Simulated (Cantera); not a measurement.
**Dilute partial oxidation**

An isothermal, constant-pressure homogeneous reactor starts with CH3OH : O2 : N2 = 0.0046 : 0.0051 : 1 (molar parts), at 1400 K and 1.01 bar.

Cantera simulation using GRI-Mech 3.0 (53 species, 325 reactions); the numbers are that mechanism's predictions, not measurements. GRI-Mech 3.0 was tuned for natural gas; its chemistry of methanol as a main component is partial and can be far from experiment.

```tsv
t (s)	x CH3OH	x O2	x H	x NO	x C2H	x CH2O
0.000400	0.00448	0.00503	3.97e-7	1.15e-11	<1e-12	7.22e-5
0.000878	0.00417	0.00495	1.41e-6	5.15e-11	<1e-12	0.000350
0.00193	0.00127	0.00413	1.43e-5	5.52e-10	<1e-12	0.00117
0.00423	<1e-12	0.000374	0.00175	1.90e-6	<1e-12	3.67e-11
0.00928	<1e-12	4.08e-5	0.000666	2.56e-6	<1e-12	1.46e-11
0.0204	<1e-12	5.05e-6	0.000256	2.62e-6	<1e-12	7.02e-12
0.0447	<1e-12	7.91e-7	0.000104	2.61e-6	<1e-12	3.83e-12
0.0982	<1e-12	1.39e-7	4.39e-5	2.57e-6	<1e-12	2.47e-12
0.215	<1e-12	2.51e-8	1.87e-5	2.49e-6	<1e-12	1.88e-12
0.473	<1e-12	4.48e-9	7.82e-6	2.38e-6	<1e-12	1.63e-12
1.04	<1e-12	7.89e-10	3.25e-6	2.24e-6	<1e-12	1.52e-12
2.28	<1e-12	1.48e-10	1.40e-6	2.07e-6	<1e-12	1.47e-12
5.00	<1e-12	3.34e-11	6.73e-7	1.88e-6	<1e-12	1.45e-12
```
x: mole fraction; the columns are a selection and need not sum to one.

Equilibrium at this temperature and pressure: CH3OH <1e-12, O2 2.92e-12, H 2.12e-7, NO 3.04e-9, C2H <1e-12, CH2O 1.44e-12 (gas phase only).
